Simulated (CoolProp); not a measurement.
Vapour-liquid equilibrium of dimethyl ether (1) + 1-butene (2) at 240.4 K; x and y are mole fractions of (1).

Model: multi-fluid Helmholtz-energy mixture model, Wu 2011 and Lemmon 2005; pair parameters Bell 2016, in CoolProp.

| x | bubble pressure, mixture model (MPa) | bubble pressure, Raoult's law (MPa) | y, mixture model | y, Raoult's law |
|---|---|---|---|---|
| 0.05 | 0.03489 | 0.03363 | 0.135 | 0.105 |
| 0.2 | 0.04341 | 0.03948 | 0.405 | 0.358 |
| 0.35 | 0.05047 | 0.04533 | 0.572 | 0.546 |
| 0.5 | 0.05635 | 0.05118 | 0.690 | 0.691 |
| 0.65 | 0.06134 | 0.05703 | 0.787 | 0.806 |
| 0.8 | 0.06569 | 0.06288 | 0.875 | 0.899 |
| 0.95 | 0.06952 | 0.06873 | 0.967 | 0.977 |

The largest gap from Raoult's law is +11.3 % in bubble pressure, at x = 0.35. No azeotrope shows between x = 0.05 and 0.95.

Pair parameters are fitted to limited data, so mixtures are less certain than the pure fluids.
